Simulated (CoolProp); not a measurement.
A Linde-Hampson liquefier for ethylene: isothermal reversible compression at 290 K from 1 atm to 25 MPa, throttling to 1 atm, return gas leaving the recuperator 5 K below the feed. Each further row changes one setting.

The numbers come from the reference Helmholtz-energy equation of state, Smukala 2000 in CoolProp.

| case | liquid yield per pass | compression work (kJ/kg of gas) |
|---|---|---|
| as stated | 0.504 | 362 |
| high pressure 50 MPa | 0.484 | 416 |
| warm-end temperature 320 K | 0.419 | 432 |
| warm-end gap 10 K | 0.498 | 362 |
